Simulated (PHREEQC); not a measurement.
A column of 0.5 m (40 cells, dispersivity 0.04 m, 60 s a shift, diffusion coefficient 3e-10 m²/s) holds 0.013 eq of the database's cation exchanger X per kg of pore water, first in equilibrium with 1.1 mmol/kgw ZnSO4 and 0.01 mmol/kgw HCl. It is flushed with 0.019 mol/kgw LiCl and 1e-05 mol/kgw HCl, at 25 °C. Values are for the last cell. The system is closed to CO2. No solid was allowed to form.

The numbers come from PHREEQC with the ion-association model, phreeqc.dat.

```csv
pore volumes,Li in solution (mol/kgw),S in solution (mol/kgw),Cl in solution (mol/kgw),Zn in solution (mol/kgw)
0,0,0.00110,1.00e-5,0.00110
0.5125,0.000558,0.00104,0.00109,0.00130
1.012,0.00875,0.000453,0.0112,0.00166
1.512,0.0149,0.000112,0.0171,0.00118
2.013,0.0171,2.26e-5,0.0186,0.000787
2.513,0.0178,4.24e-6,0.0189,0.000570
3.013,0.0181,7.71e-7,0.0190,0.000444
3.513,0.0183,1.38e-7,0.0190,0.000365
4.013,0.0184,2.47e-8,0.0190,0.000310
```
